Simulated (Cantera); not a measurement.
Input: 1 mol Fe2O3, 1700 mol H2, 69 mol N2, held at 0.0590 bar.

Cantera equilibrium calculation (NASA polynomials, part measured and part estimated; ideal gas, pure solids and liquids). Candidate condensed phases: Fe, FeO, Fe(OH)2, Fe(OH)3, Fe2O3, Fe3O4, H2O; 27 gas species. The numbers say what is thermodynamically allowed, not how fast it happens.

x: gas mole fraction; n: condensed amount in mol.

| T (°C) | x H2 | x N2 | x H | x H2O | x Fe | x NH3 | x OH | n Fe(α) | n Fe(γ) | n Fe(δ) |
|---|---|---|---|---|---|---|---|---|---|---|
| 427 | 0.959 | 0.0390 | <1e-12 | 0.00170 | <1e-12 | 0.000103 | <1e-12 | 2.00 | 0 | 0 |
| 627 | 0.959 | 0.0390 | 4.71e-10 | 0.00170 | <1e-12 | 1.33e-5 | <1e-12 | 2.00 | 0 | 0 |
| 827 | 0.959 | 0.0390 | 1.04e-7 | 0.00170 | 2.14e-11 | 3.48e-6 | <1e-12 | 2.00 | 0 | 0 |
| 1027 | 0.959 | 0.0390 | 4.46e-6 | 0.00170 | 1.85e-8 | 1.36e-6 | [?] | 0 | 2.00 | 0 |
| 1227 | 0.959 | 0.0390 | 7.10e-5 | 0.00170 | 2.54e-6 | 6.78e-7 | [?] | 0 | 2.00 | 0 |
| 1427 | 0.959 | 0.0390 | 0.000594 | 0.00170 | 0.000107 | 3.98e-7 | [?] | 0 | 0 | 1.81 |
| 1627 | 0.955 | 0.0389 | 0.00319 | 0.00169 | 0.00113 | 2.60e-7 | [?] | 0 | 0 | 0 |
| 1827 | 0.946 | 0.0387 | 0.0125 | 0.00168 | 0.00112 | 1.83e-7 | [?] | 0 | 0 | 0 |

Problem. What belongs in the gaps?

Solution. 
- 1027, x OH: 1.03e-10
- 1227, x OH: 3.58e-9
- 1427, x OH: 5.43e-8
- 1627, x OH: 4.64e-7
- 1827, x OH: 2.64e-6
